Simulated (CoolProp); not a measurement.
Vapour-liquid equilibrium of R134a (1) + isobutane (2) at 1270 kPa; x and y are mole fractions of (1).

Computed with CoolProp (multi-fluid Helmholtz-energy mixture model, Tillner-Roth 1994 and Bücker 2006; pair parameters Bell 2016).

```
x      bubble temperature (K)  y at the bubble point  dew temperature at overall composition x (K)  liquid density (mol/L)
-----  ----------------------  ---------------------  --------------------------------------------  ----------------------
0.05                    342.3                  0.161                                         347.9                   8.386
0.125                   333.6                  0.326                                         344.1                   8.628
0.2                     328.0                  0.430                                         340.3                   8.804
0.275                   324.4                  0.500                                         336.3                   8.946
0.35                    321.9                  0.551                                         332.3                   9.073
0.425                   320.3                  0.591                                         328.3                   9.203
0.5                     319.1                  0.625                                         324.4                   9.345
0.575                   318.3                  0.658                                         320.9                   9.509
0.65                    317.8                  0.692                                         318.4                   9.699
0.725                   317.5                  0.730                                         317.5                   9.917
0.8                     317.7                  0.776                                         317.9                   10.16
0.875                   318.4                  0.837                                         319.0                   10.43
0.95                    319.9                  0.922                                         320.5                   10.70
```

y crosses x between x = 0.725 and 0.8: the model has an azeotrope there.

The pair parameters rest on a limited set of measurements; away from them the model extrapolates. With so large a gap from Raoult's law the liquid may split in two, which this calculation doesn't test in full.
